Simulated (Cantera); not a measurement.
## Diamond growth

A diamond (100) surface in a fixed gas of H2 with x(CH4) = 0.0093, x(H) = 0.0083, x(CH3) = 0.0011, at 1125 K; coverages are run to steady state.

Model: the Harris–Goodwin 1993 mechanism for the reconstructed diamond (100) surface, integrated in Cantera.

```
P (Pa)  growth (µm/h)  θ c6HH  θ c6H*  θ c6*H  θ c6**  θ c6HM
------  -------------  ------  ------  ------  ------  ------
760              2.24   0.484  0.0298   0.446  0.0199  0.0124
1200             4.58   0.481  0.0296   0.443  0.0197  0.0167
1800             8.36   0.478  0.0294   0.440  0.0196  0.0208
2700             14.8   0.475  0.0293   0.437  0.0195  0.0249
4200             26.4   0.472  0.0291   0.434  0.0193  0.0289
6400             44.5   0.469  0.0290   0.432  0.0192  0.0322
9800             73.3   0.467  0.0289   0.430  0.0192  0.0348
15000             118   0.466  0.0289   0.428  0.0191  0.0367
```
θ: site fractions in the mechanism's names (c6HH fully hydrogenated, c6H* and c6*H radical sites, c6** diradical, c6HM methylated).
